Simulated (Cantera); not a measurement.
Charge: 1 mol C₂H₅OH, a varied amount of CO₂, 83 mol H₂, equilibrated at 1125 K and 16.0 Pa.

Cantera equilibrium calculation (NASA polynomials, part measured and part estimated; ideal gas, pure solids and liquids). Candidate condensed phases: C, C₆H₆, C₇H₈, C₈H₁₈, H₂O; 110 gas species. Kinetics and transport are ignored.

log p: log10 of the partial pressure in bar; n: condensed amount in mol.

| n(CO₂) (mol) | log p H₂ | log p CO | log p H₂O | log p CO₂ | n C(graphite) |
|---|---|---|---|---|---|
| 0.24 | -3.80 | -5.57 | ___ | -12.37 | 0.760 |
| 0.34 | -3.80 | -5.51 | ___ | -12.26 | 0.660 |
| 0.48 | -3.81 | -5.45 | ___ | -12.13 | 0.520 |
| 0.67 | -3.81 | -5.37 | ___ | -11.98 | 0.330 |
| 0.94 | -3.81 | -5.29 | ___ | -11.80 | 0.0596 |
| 1.3 | -3.81 | -5.23 | ___ | -7.74 | 0 |
| 1.8 | -3.82 | -5.17 | ___ | -7.26 | 0 |

Question: Fill in the missing entries.

Answer: 
- 0.24, log p H₂O: -10.56
- 0.34, log p H₂O: -10.51
- 0.48, log p H₂O: -10.45
- 0.67, log p H₂O: -10.37
- 0.94, log p H₂O: -10.29
- 1.3, log p H₂O: -6.28
- 1.8, log p H₂O: -5.86
